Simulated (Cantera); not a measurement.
Premixed flame

A freely propagating, adiabatic, planar premixed flame of H2 : O2 : N2 = 1 : 0.333 : 1.2 (molar parts), equivalence ratio 1.5, unburnt at 700 K and 38000 Pa; mixture-averaged transport, grid criteria slope 0.08 and curve 0.16, no radiation.

Model: the H2/O2 subset of GRI-Mech 3.0, which has no nitrogen chemistry, integrated in Cantera. Burning velocities carry a grid error of a few per cent, more on coarse grids.

| z (mm) | T (K) | u (m/s) | x H2 | x O2 | x H2O | x OH | x HO2 | x O |
|---|---|---|---|---|---|---|---|---|
| -5.12 | 700 | 10.9 | 0.395 | 0.131 | <1e-8 | <1e-8 | <1e-8 | <1e-8 |
| -3.41 | 700 | 10.9 | 0.395 | 0.131 | <1e-8 | <1e-8 | <1e-8 | <1e-8 |
| -2.56 | 700 | 10.9 | 0.395 | 0.131 | <1e-8 | <1e-8 | <1e-8 | <1e-8 |
| -1.71 | 700 | 10.9 | 0.395 | 0.131 | 8.40e-8 | <1e-8 | 8.92e-7 | 1.15e-8 |
| -0.853 | 709 | 11.0 | 0.393 | 0.131 | 0.000613 | 3.49e-5 | 8.49e-5 | 1.45e-5 |
| -0.426 | 836 | 12.8 | 0.367 | 0.127 | 0.0133 | 0.000427 | 6.36e-5 | 0.000481 |
| 0 | 1230 | 18.4 | 0.220 | 0.0734 | 0.121 | 0.00402 | 2.79e-5 | 0.00727 |
| 0.426 | 1503 | 22.1 | 0.118 | 0.0164 | 0.228 | 0.00846 | 6.09e-6 | 0.00956 |
| 0.853 | 1619 | 23.7 | 0.112 | 0.00925 | 0.242 | 0.0103 | 3.15e-6 | 0.00886 |
| 1.71 | 1754 | 25.4 | 0.118 | 0.00745 | 0.248 | 0.0122 | 2.24e-6 | 0.00798 |
| 3.41 | 1906 | 27.3 | 0.125 | 0.00585 | 0.254 | 0.0136 | 1.57e-6 | 0.00659 |
| 6.82 | 2063 | 29.2 | 0.131 | 0.00419 | 0.262 | 0.0141 | 1.06e-6 | 0.00487 |
| 13.6 | 2212 | 30.9 | 0.136 | 0.00268 | 0.271 | 0.0132 | 7.01e-7 | 0.00317 |
x: mole fraction of selected species; z is measured from the peak of heat release.

| Item | Result |
|---|---|
| laminar burning velocity | 1090 cm/s |
| thermal thickness | 1.71 mm |
| peak x(OH) | 0.0141 |
| peak x(HO2) | 8.69e-5 |
| peak x(O) | 0.00985 |
| grid points | 135 |
